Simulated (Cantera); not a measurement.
# Low-pressure radical oxidation in H2/O2

A perfectly stirred reactor is fed with H2 : O2 : N2 = 0.27 : 1 : 0.19 (molar parts), equivalence ratio 0.14, at 1330 Pa; it is held at 973 K, and followed from long to short residence time.

Computed with Cantera and the H2/O2 subset of GRI-Mech 3.0, which has no nitrogen chemistry. Radical loss at walls, strong at low pressure, is not modelled. The temperature is held fixed by assumption; the heat of reaction is taken as removed at once.

```tsv
τ (s)	x H2	x O2	x O	x H2O2	x H	x HO2	x OH
0.74	0.00192	0.652	0.00138	3.90e-7	0.000486	9.63e-6	0.000693
0.21	0.00395	0.650	0.00292	4.37e-7	0.00168	1.20e-5	0.00114
0.060	0.00798	0.647	0.00590	4.60e-7	0.00558	1.37e-5	0.00186
0.017	0.0161	0.641	0.0112	4.40e-7	0.0170	1.41e-5	0.00295
0.0049	0.0323	0.633	0.0174	3.89e-7	0.0386	1.29e-5	0.00413
0.0014	0.0682	0.636	0.0178	3.45e-7	0.0495	1.06e-5	0.00462
0.00040	0.146	0.666	0.00734	1.68e-7	0.0194	7.09e-6	0.00245
```
x: mole fraction; the columns are a selection and need not sum to one.
